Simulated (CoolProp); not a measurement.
Vapour-liquid equilibrium of propane (1) + isohexane (2) at 5.95 °C; x and y are mole fractions of (1).

The numbers come from the multi-fluid Helmholtz-energy mixture model, Lemmon 2009 and Lemmon 2006; pair parameters Bell 2016 in CoolProp.

Problem. Give the bubble pressure and the first vapour's composition at x = 0.2, 0.275, 0.725. Is there an azeotrope?

Solution. x = 0.2: 0.1216 MPa, y = 0.915; x = 0.275: 0.1622 MPa, y = 0.941; x = 0.725: 0.4056 MPa, y = 0.989. No azeotrope shows between x = 0.05 and 0.95.

The pair parameters rest on a limited set of measurements; away from them the model extrapolates.
